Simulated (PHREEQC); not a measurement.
Synthetic water in mg/L, 75 °C, pH 6.91, pe -1.4:

| constituent | mg/L |
|---|---|
| Na | 3.38 |
| K | 27.6 |
| Ca | 6.63 |
| Mg | 15.7 |
| Cl | 31.4 |
| S(6) as SO4 | 25.6 |
| Alkalinity as HCO3 | 62.9 |
| Fe(2) | 1.41 |
| Zn | 3.37 |

Cl is adjusted to close the charge balance.
Valence states are taken as typed.

Computed with PHREEQC (ion-association model, wateq4f.dat).

| Quantity | Result |
|---|---|
| ionic strength | 0.00349 mol/kgw |

| species | molality | activity | log γ |
|---|---|---|---|
| Cl- | 0.00106 | 0.000991 | -0.031 |
| HCO3- | 0.000995 | 0.000928 | -0.030 |
| K+ | 0.000704 | 0.000656 | -0.031 |
| Mg+2 | 0.000587 | 0.000446 | -0.120 |
| CO2 | 0.000240 | 0.000240 | 0.000 |
| SO4-2 | 0.000207 | 0.000157 | -0.121 |
| Ca+2 | 0.000157 | 0.000119 | -0.121 |

Precipitation was switched off in this run. Saturation is exceeded, for instance for Siderite, Zincite(c) (slow to form); the values hold only as long as no solid forms. Away from 25 °C the constants follow the database's enthalpies or fits; those with neither stay at their 25 °C values.
